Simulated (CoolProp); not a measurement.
Saturation properties of tetrahydrofuran (Tc = 540.2 K, pc = 5.304 MPa, ω = 0.234).

Values from CoolProp's reference Helmholtz-energy equation of state, Fiedler 2023.

```tsv
T (K)	p (MPa)	vapour density (kg/m³)
327.8	0.06927	1.872
345.2	0.1231	3.196
362.7	0.2058	5.166
380.1	0.3251	7.947
397.5	0.4912	11.77
415	0.7157	16.96
432.4	1.008	23.81
449.8	1.380	32.86
```

It boils at 339.1 K under 1 atm.
